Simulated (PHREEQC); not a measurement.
Dissolve 0.54 mol CaCl2, 2.5 mol KCl and 1.3 mol LiCl per kg of water at 25 °C. Closed to the air; pH follows from the charge balance.

Equilibrium calculation in PHREEQC: Pitzer model, pitzer.dat.

Question: The ionic strength comes out as 5.42 mol/kgw. What activity coefficients do K+, Cl-, Ca+2, Li+ get?

Answer: K+ 0.85, Cl- 0.60, Ca+2 0.86, Li+ 2.9. Single-ion values are on the MacInnes scale.

Precipitation was switched off in this run. Complexes and solids missing from the database can't appear.
